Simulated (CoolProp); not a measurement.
The numbers come from the reference Helmholtz-energy equation of state, Smukala 2000 in CoolProp.

Task: Give the vapour pressure (kPa), liquid density (kg/m³), vapour density (kg/m³), enthalpy of vaporisation (kJ/kg) of saturated ethylene at 213.4, 244.8, 265.7 K.

Result: 
| T (K) | p (kPa) | liquid density (kg/m³) | vapour density (kg/m³) | enthalpy of vaporisation (kJ/kg) |
|---|---|---|---|---|
| 213.4 | 761 | 499 | 13.9 | 406 |
| 244.8 | 2030 | 435 | 38.3 | 323 |
| 265.7 | 3450 | 374 | 74.4 | 234 |
